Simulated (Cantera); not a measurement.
Cantera run:

```python
import numpy as np
import cantera as ct

gas_names = """
    C CH CH2 CH3 CH2OH CH3O CH4 CH3OH CO CO2 COOH C2 C2H CHCO,ketyl C2H2,acetylene C2H2,vinylidene
    CH2CO,ketene C2H3,vinyl CH3CO,acetyl C2H4 C2H4O,ethylen CH3CHO,ethanal CH3COOH (HCOOH)2 C2H5 C2H6
    CH3OCH3 C2H5OH C2O C3 C3H3,propargyl C3H4,allene C3H4,propyne C3H4,cyclo- C3H5,allyl C3H6,propylene
    C3H6,cyclo- C3H6O C3H7,n-propyl C3H7,i-propyl C3H8 C3H8O,1propanol C3H8O,2propanol C3O2 C4 C4H2
    C4H4,1,3-cyclo- C4H6,butadiene C4H6,2-butyne C4H6,cyclo- C4H8,1-butene C4H8,cis2-buten
    C4H8,tr2-butene C4H8,isobutene C4H8,cyclo- (CH3COOH)2 C4H9,n-butyl C4H9,i-butyl C4H9,s-butyl
    C4H9,t-butyl C4H10,isobutane C4H10,n-butane C5 C5H6,1,3cyclo- C5H8,cyclo- C5H10,1-pentene
    C5H10,cyclo- C5H11,pentyl C5H11,t-pentyl C5H12,n-pentane C5H12,i-pentane CH3C(CH3)2CH3 C6H2
    C6H5,phenyl C6H5O,phenoxy C6H6 C6H5OH,phenol C6H10,cyclo- C6H12,1-hexene C6H12,cyclo- C6H13,n-hexyl
    C7H7,benzyl C7H8 C7H8O,cresol C7H14,1-heptene C7H15,n-heptyl C7H16,n-heptane C8H8,styrene
    C8H10,ethylbenz C8H16,1-octene C8H17,n-octyl C8H18,isooctane C8H18,n-octane C9H19,n-nonyl
    C10H8,naphthale C10H21,n-decyl C12H9,o-bipheny C12H10,bipheny H HCO HO2 H2 HCHO,formaldehy HCOOH H2O
    H2O2 O OH O2 O3 Si SiC SiC2 SiC4H12 SiH SiH2 SiH3 SiH4 SiO SiO2 Si2 Si2C Si3
""".split()
cond_names = """
    C(gr) C6H6(L) C7H8(L) C8H18(L),n-octa H2O(s) H2O(L) Si(cr) Si(L) SiC(b) SiO2(Lqz) SiO2(hqz) SiO2(L)
""".split()


def load(file, names, dense=False):
    # The tables refer to 1 bar. Condensed volumes are neglected.
    table = {s.name: s for s in ct.Species.list_from_file(file)}
    out = []
    for n in names:
        d = dict(table[n].input_data)
        d["thermo"] = dict(d["thermo"], **{"reference-pressure": 1e5})
        if dense:
            d["equation-of-state"] = {"model": "constant-volume", "density": "1e6 g/cm^3"}
        out.append(ct.Species.from_dict(d))
    return out


gas = ct.Solution(thermo="ideal-gas", species=load("nasa_gas.yaml", gas_names))
cond = {s.name: ct.Solution(thermo="fixed-stoichiometry", species=[s], name=s.name)
        for s in load("nasa_condensed.yaml", cond_names, dense=True)}
atoms = {
    'SiH4': {'Si': 1, 'H': 4},
    'O2': {'O': 2},
    'CH4': {'C': 1, 'H': 4},
}
top_T = {'C(gr)': 4500, 'SiC(b)': 3050}  # K; cautious upper limits of use, not melting points


def equilibrate(T, P, feed):
    n = {}
    for name, mol in feed.items():
        for a, k in atoms[name].items():
            n[a] = n.get(a, 0.0) + k * mol
    gas.TPX = T, P, n
    mass = sum(n.values()) * gas.mean_molecular_weight
    gas.equilibrate("TP")
    valid = [c for c in cond.values() if c.min_temp <= T <= top_T.get(c.name, c.max_temp)]
    mix = ct.Mixture([(gas, mass / gas.mean_molecular_weight)] + [(c, 0.0) for c in valid])
    mix.T, mix.P = T, P
    mix.equilibrate("TP", solver="vcs", rtol=1e-11, max_steps=5000)
    return mix


results = []
feed = {'SiH4': 1, 'O2': 0.54, 'CH4': 0.00022}  # mol
P = 13332.2  # Pa
for T in [775, 825, 875, 925, 975, 1025, 1075, 1125, 1175, 1225]:
    mix = equilibrate(T, P, feed)
    results.append((T, P, feed, dict(zip(mix.species_names, mix.species_moles))))
    x = sorted(zip(gas.X, gas.species_names), reverse=True)
    print(f"T = {T:g} K  P = {P:g} Pa  gas = {mix.phase_moles(0):.4g} mol")
    print("   x: " + "  ".join(f"{s} {v:.3e}" for v, s in x if v > 1e-06))
    print("   condensed (mol): " + ("  ".join(f"{mix.phase(i).name} {mix.phase_moles(i):.4g}"
          for i in range(1, mix.n_phases) if mix.phase_moles(i) > 1e-12) or "none"))
```

Result:

```
T = 775 K  P = 13332.2 Pa  gas = 2 mol
   x: H2 1.000e+00  CH4 8.278e-06
   condensed (mol): Si(cr) 0.4598  SiC(b) 0.0002034  SiO2(Lqz) 0.54
T = 825 K  P = 13332.2 Pa  gas = 2 mol
   x: H2 1.000e+00  CH4 7.284e-06
   condensed (mol): Si(cr) 0.4598  SiC(b) 0.0002054  SiO2(Lqz) 0.54
T = 875 K  P = 13332.2 Pa  gas = 2 mol
   x: H2 1.000e+00  CH4 6.463e-06
   condensed (mol): Si(cr) 0.4598  SiC(b) 0.0002071  SiO2(hqz) 0.54
T = 925 K  P = 13332.2 Pa  gas = 2 mol
   x: H2 1.000e+00  CH4 5.782e-06
   condensed (mol): Si(cr) 0.4598  SiC(b) 0.0002084  SiO2(hqz) 0.54
T = 975 K  P = 13332.2 Pa  gas = 2 mol
   x: H2 1.000e+00  CH4 5.212e-06
   condensed (mol): Si(cr) 0.4598  SiC(b) 0.0002096  SiO2(hqz) 0.54
T = 1025 K  P = 13332.2 Pa  gas = 2 mol
   x: H2 1.000e+00  CH4 4.732e-06
   condensed (mol): Si(cr) 0.4598  SiC(b) 0.0002105  SiO2(hqz) 0.54
T = 1075 K  P = 13332.2 Pa  gas = 2 mol
   x: H2 1.000e+00  CH4 4.326e-06
   condensed (mol): Si(cr) 0.4598  SiC(b) 0.0002113  SiO2(hqz) 0.54
T = 1125 K  P = 13332.2 Pa  gas = 2 mol
   x: H2 1.000e+00  CH4 3.980e-06
   condensed (mol): Si(cr) 0.4598  SiC(b) 0.000212  SiO2(hqz) 0.54
T = 1175 K  P = 13332.2 Pa  gas = 2 mol
   x: H2 1.000e+00  CH4 3.683e-06  SiO 1.928e-06
   condensed (mol): Si(cr) 0.4598  SiC(b) 0.0002126  SiO2(hqz) 0.54
T = 1225 K  P = 13332.2 Pa  gas = 2 mol
   x: H2 1.000e+00  SiO 8.140e-06  CH4 3.426e-06
   condensed (mol): Si(cr) 0.4598  SiC(b) 0.000213  SiO2(hqz) 0.54
```

These are equilibrium values from Cantera (NASA tables, ideal gas, pure condensed phases), not measurements of a reactor. Mutual solubility and eutectic melting of coexisting phases are not modelled. The tables hold silica as quartz up to 1696 K and as liquid above; real silica turns to tridymite and cristobalite and melts near 1996 K.
